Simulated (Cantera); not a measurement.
V + H2O + H2 (tantalum, niobium, vanadium and zirconium in process gases)

Charge: 1 mol V, 0.054 mol H2O, 11 mol H2.

These are equilibrium values from Cantera (NASA tables, ideal gas, pure condensed phases), not measurements of a reactor. Candidate condensed phases: H2O, V, VO, V2O3, V2O4, V2O5; 12 gas species. Mutual solubility and eutectic melting of coexisting phases are not modelled. VO: taken at fixed stoichiometry. Condensed phases not in the tables: N, O or C dissolved in the metal. The numbers say what is thermodynamically allowed, not how fast it happens.

Stable condensed phases:

```
T in °C \ P in Pa
            0.10       1      10     100    1000   10000  100000 1000000
   1652        A       A       B       C       C       C       C       C
   1577        A       B       C       C       C       C       C       C
   1502        B       C       C       C       C       C       C       C
   1427        B       C       C       C       C       C       C       C
   1352        C       C       C       C       C       C       C       C
   1277        C       C       C       C       C       C       C       C
   1202        C       C       C       C       C       C       C       C
   1127        C       C       C       C       C       C       C       C
   1052        C       C       C       C       C       C       C       C
    977        C       C       C       C       C       C       C       C
    902        C       C       C       C       C       C       C       C
    827        C       C       C       C       C       C       C       C
```

A: gas only; B: V; C: V + VO.
